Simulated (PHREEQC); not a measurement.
Dissolve 0.032 mol HF and 8.3e-05 mol NaF per kg of water at 20 °C. Closed to the air; pH follows from the charge balance.

All values are PHREEQC results (ion-association model, wateq4f.dat), not measurements.

This is a speciation only: nothing precipitates in the calculation.

Q: Order these F species by the share of F that they hold, largest first: HF, HF2-, F-, H2F2.

A: HF (73 %), F- (13 %), H2F2 (11 %), HF2- (2.3 %)

The pH is 2.37 and the ionic strength 0.00468 mol/kgw. Complexes and solids missing from the database can't appear. wateq4f.dat counts part of the HF as a dimer, H2F2, which phreeqc.dat doesn't know; its constant is uncertain.
